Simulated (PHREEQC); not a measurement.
Make-up at 25 °C: 0.21 mol KHSO4 per kg of water. Closed to the air; pH follows from the charge balance.

Model: ion-association model, wateq4f.dat, run in PHREEQC.

Precipitation was switched off in this run.

**Question.** Order these S species by the share of S that they hold, largest first: SO4-2, KSO4-, HSO4-.

**Answer.** HSO4- (62 %), SO4-2 (29 %), KSO4- (8.9 %)

The pH is 1.20 and the ionic strength 0.333 mol/kgw.
